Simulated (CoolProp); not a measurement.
Model: reference Helmholtz-energy equation of state, Lemmon 2006, in CoolProp. It is a short technical equation, of lower accuracy than the large ones.

Problem. For carbonyl sulfide, give the phase and the density (kg/m³), cp (kJ/(kg K)), isothermal compressibility (1/MPa), expansivity (1/kK) at 293.3 K and 10.9 MPa; 293.3 K and 13.9 MPa.

Solution. 
- 293.3 K and 10.9 MPa: liquid; density 1040, cp 1.27, isothermal compressibility 0.00281, expansivity 2.36
- 293.3 K and 13.9 MPa: liquid; density 1050, cp 1.25, isothermal compressibility 0.00260, expansivity 2.24
